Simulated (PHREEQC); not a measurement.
# Spent oxide etchant: speciation

Solution (25 °C): 0.038 mol/kgw NH4HF2, 0.011 mol/kgw (NH4)2SiF6, 0.0043 mol/kgw HBF4 and 0.0024 mol/kgw HCl. Closed to the air; pH follows from the charge balance.

The numbers come from PHREEQC with the ion-association model, wateq4f.dat.

This is a speciation only: nothing precipitates in the calculation.

### Question
Predict the pH, ionic strength.

### Answer
pH 2.99; ionic strength 0.0722 mol/kgw.

### Question
In which forms is B present?

### Answer
BF4- 99 %, BF3OH- 1.1 % of the B.

SiF6-2 is the database's only silicon fluoride. Real BF4- forms and hydrolyses slowly; the run takes it at equilibrium.
